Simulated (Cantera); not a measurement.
Counterflow diffusion flame

A counterflow diffusion flame at 1.60 bar, nozzles 20 mm apart: fuel side H₂ : N₂ = 1 : 0.27 (molar parts) at 350 K, oxidiser side O₂ : N₂ = 0.19 : 0.81 (molar parts) at 775 K, fuel mass flux 0.66 times the oxidiser's; mixture-averaged transport, no radiation.

Detailed kinetics in Cantera: the H2/O2 subset of GRI-Mech 3.0, which has no nitrogen chemistry. The maximum strain rate includes the flame's own expansion and is several times the mean.

```json
[
 {"oxidiser flux (kg/m²/s)": "0.96", "max strain (1/s)": "519", "mean strain (1/s)": "144", "T max (K)": "2464", "peak x OH": "0.0168", "peak x H": "0.0113", "peak x H₂O": "0.256", "peak x HO₂": "2.69e-5"},
 {"oxidiser flux (kg/m²/s)": "1.3", "max strain (1/s)": "679", "mean strain (1/s)": "194", "T max (K)": "2436", "peak x OH": "0.0172", "peak x H": "0.0126", "peak x H₂O": "0.254", "peak x HO₂": "3.41e-5"},
 {"oxidiser flux (kg/m²/s)": "1.7", "max strain (1/s)": "856", "mean strain (1/s)": "254", "T max (K)": "2405", "peak x OH": "0.0175", "peak x H": "0.0138", "peak x H₂O": "0.252", "peak x HO₂": "4.17e-5"},
 {"oxidiser flux (kg/m²/s)": "2.2", "max strain (1/s)": "1090", "mean strain (1/s)": "329", "T max (K)": "2371", "peak x OH": "0.0177", "peak x H": "0.0152", "peak x H₂O": "0.250", "peak x HO₂": "4.96e-5"},
 {"oxidiser flux (kg/m²/s)": "2.9", "max strain (1/s)": "1410", "mean strain (1/s)": "434", "T max (K)": "2333", "peak x OH": "0.0178", "peak x H": "0.0168", "peak x H₂O": "0.248", "peak x HO₂": "5.90e-5"},
 {"oxidiser flux (kg/m²/s)": "3.8", "max strain (1/s)": "1820", "mean strain (1/s)": "568", "T max (K)": "2294", "peak x OH": "0.0179", "peak x H": "0.0186", "peak x H₂O": "0.246", "peak x HO₂": "6.87e-5"},
 {"oxidiser flux (kg/m²/s)": "5", "max strain (1/s)": "2370", "mean strain (1/s)": "748", "T max (K)": "2251", "peak x OH": "0.0179", "peak x H": "0.0204", "peak x H₂O": "0.244", "peak x HO₂": "7.96e-5"},
 {"oxidiser flux (kg/m²/s)": "6.6", "max strain (1/s)": "3090", "mean strain (1/s)": "987", "T max (K)": "2211", "peak x OH": "0.0180", "peak x H": "0.0225", "peak x H₂O": "0.242", "peak x HO₂": "9.09e-5"},
 {"oxidiser flux (kg/m²/s)": "8.7", "max strain (1/s)": "4020", "mean strain (1/s)": "1300", "T max (K)": "2169", "peak x OH": "0.0178", "peak x H": "0.0248", "peak x H₂O": "0.240", "peak x HO₂": "0.000103"}
]
```
x: mole fraction; the columns are a selection and need not sum to one.
